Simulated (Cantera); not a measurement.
A Cantera script and what it prints.

```python
import numpy as np
import cantera as ct

gas_names = """
    H H2 N NH NH2 NH3 N2 N2H2 N2H4 Si SiH SiH2 SiH3 SiH4 SiN Si2 Si2N Si3
""".split()
cond_names = """
    Si(cr) Si(L) Si3N4(a)
""".split()


# ... load() reads the species with a 1 bar reference pressure and builds the phases ...
atoms = {
    'trisilylamine': {'Si': 3, 'N': 1, 'H': 9},
    'N2': {'N': 2},
}
top_T = {'Si3N4(a)': 2400}  # K; cautious upper limits of use, not melting points


# ... equilibrate(T, P, feed) seeds the gas with the atoms and calls Mixture.equilibrate('TP', solver="vcs", rtol=1e-11, max_steps=5000) ...
results = []
feed = {'trisilylamine': 1, 'N2': 60}  # mol
P = 1000  # Pa
for T in [950, 1050, 1150, 1250, 1350, 1450, 1550, 1650, 1750, 1850, 1950, 2050]:
    mix = equilibrate(T, P, feed)
    results.append((T, P, feed, dict(zip(mix.species_names, mix.species_moles))))

top = {s: max(r[3][s] / sum(r[3][g] for g in gas_names) for r in results) for s in gas_names}
cols = sorted((s for s in top if top[s] > 0.0001), key=lambda s: -top[s])[:9]
seen = [c for c in cond_names if any(r[3].get(c, 0) > 1e-12 for r in results)]
print("log10 of partial pressures in bar; condensed amounts in mol")
print(f"{'T/K':>10s}" + "".join(f"{s[:9]:>10s}" for s in cols + seen))
for T, P, feed, n in results:
    ng = sum(n[g] for g in gas_names)
    print(f"{T:10.4g}" + "".join(f"{np.log10(max(n[s] / ng * P / 1e5, 1e-99)):10.3f}" for s in cols)
          + "".join(f"{n.get(c, 0):10.4g}" for c in seen))
```

It prints:

```
log10 of partial pressures in bar; condensed amounts in mol
       T/K        N2        H2        Si         H      Si2N       SiN       SiH     Si(L)  Si3N4(a)
       950    -2.032    -3.146   -23.503   -10.828   -29.628   -22.805   -23.024         0         1
      1050    -2.032    -3.146   -19.856    -9.664   -24.967   -19.574   -19.777         0         1
      1150    -2.032    -3.146   -16.848    -8.700   -21.124   -16.910   -17.099         0         1
      1250    -2.032    -3.146   -14.325    -7.889   -17.905   -14.677   -14.855         0         1
      1350    -2.032    -3.146   -12.180    -7.196   -15.170   -12.779   -12.949         0         1
      1450    -2.032    -3.146   -10.335    -6.597   -12.820   -11.146   -11.309         0         1
      1550    -2.032    -3.146    -8.731    -6.075   -10.779    -9.728    -9.885         0         1
      1650    -2.032    -3.147    -7.325    -5.615    -8.991    -8.485    -8.637         0    0.9999
      1750    -2.032    -3.148    -6.082    -5.208    -7.414    -7.386    -7.535         0    0.9979
      1850    -2.032    -3.165    -5.191    -4.851    -6.440    -6.623    -6.777      2.95         0
      1950    -2.033    -3.171    -4.623    -4.526    -6.032    -6.171    -6.325     2.821         0
      2050    -2.036    -3.184    -4.112    -4.236    -5.666    -5.765    -5.922     2.428         0
```

Equilibrium computed with Cantera from the NASA thermochemical tables; the gas is ideal and each condensed phase is pure. The feed counts by its element totals alone. The tables' values for SiN are old estimates; treat these amounts as uncertain.
